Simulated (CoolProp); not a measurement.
Vapour-liquid equilibrium of R114 (1) + n-heptane (2) at 66.15 °C; x and y are mole fractions of (1).

The numbers come from the multi-fluid Helmholtz-energy mixture model, Platzer 1990 and Span 2003; pair parameters Bell 2016 in CoolProp. This equation is an older, rougher fit; its heat capacities, sound speeds and derivatives of the liquid may be far off and weren't checked against measurements.

```json
[
 {"x": "0.05", "bubble pressure, mixture model (MPa)": "0.08054", "bubble pressure, Raoult's law (MPa)": "0.06724", "y, mixture model": "0.573", "y, Raoult's law": "0.502"},
 {"x": "0.15", "bubble pressure, mixture model (MPa)": "0.1662", "bubble pressure, Raoult's law (MPa)": "0.1312", "y, mixture model": "0.806", "y, Raoult's law": "0.771"},
 {"x": "0.25", "bubble pressure, mixture model (MPa)": "0.2434", "bubble pressure, Raoult's law (MPa)": "0.1951", "y, mixture model": "0.876", "y, Raoult's law": "0.864"},
 {"x": "0.35", "bubble pressure, mixture model (MPa)": "0.3113", "bubble pressure, Raoult's law (MPa)": "0.2590", "y, mixture model": "0.911", "y, Raoult's law": "0.912"},
 {"x": "0.45", "bubble pressure, mixture model (MPa)": "0.3710", "bubble pressure, Raoult's law (MPa)": "0.3230", "y, mixture model": "0.931", "y, Raoult's law": "0.940"},
 {"x": "0.55", "bubble pressure, mixture model (MPa)": "0.4248", "bubble pressure, Raoult's law (MPa)": "0.3869", "y, mixture model": "0.946", "y, Raoult's law": "0.959"},
 {"x": "0.65", "bubble pressure, mixture model (MPa)": "0.4754", "bubble pressure, Raoult's law (MPa)": "0.4509", "y, mixture model": "0.958", "y, Raoult's law": "0.973"},
 {"x": "0.75", "bubble pressure, mixture model (MPa)": "0.5260", "bubble pressure, Raoult's law (MPa)": "0.5148", "y, mixture model": "0.969", "y, Raoult's law": "0.983"},
 {"x": "0.85", "bubble pressure, mixture model (MPa)": "0.5799", "bubble pressure, Raoult's law (MPa)": "0.5787", "y, mixture model": "0.980", "y, Raoult's law": "0.991"},
 {"x": "0.95", "bubble pressure, mixture model (MPa)": "0.6406", "bubble pressure, Raoult's law (MPa)": "0.6427", "y, mixture model": "0.993", "y, Raoult's law": "0.997"}
]
```

The largest gap from Raoult's law is +26.7 % in bubble pressure, at x = 0.15. No azeotrope shows between x = 0.05 and 0.95.

Pair parameters are fitted to limited data, so mixtures are less certain than the pure fluids.
